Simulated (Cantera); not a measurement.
A closed system holds: 1 mol Al, 5 mol Cl₂, 0.6 mol N₂, held at 925 °C and 0.370 bar.

Method: chemical equilibrium by Gibbs-energy minimisation in Cantera with the NASA 1993 tables (ideal gas, pure condensed phases). Candidate condensed phases: Al, AlCl₃, AlN; 11 gas species. Kinetics and transport are ignored.

Base state: Cl₂ 0.681, AlCl₃ 0.195, N₂ 0.117, Cl 0.00628, Al₂Cl₆ 0.000147 (mole fractions); condensed: gas only.

Task: What changes in the equilibrium state with this change: temperature from 925 °C to 602 °C?

Result: 
```json
[
 {"species": "Cl₂", "before": "0.681", "after": "0.692"},
 {"species": "AlCl₃", "before": "0.195", "after": "0.180"},
 {"species": "N₂", "before": "0.117", "after": "0.119"},
 {"species": "Al₂Cl₆", "before": "0.000147", "after": "0.00880"},
 {"species": "Cl", "before": "0.00628", "after": "6.30e-5"}
]
```
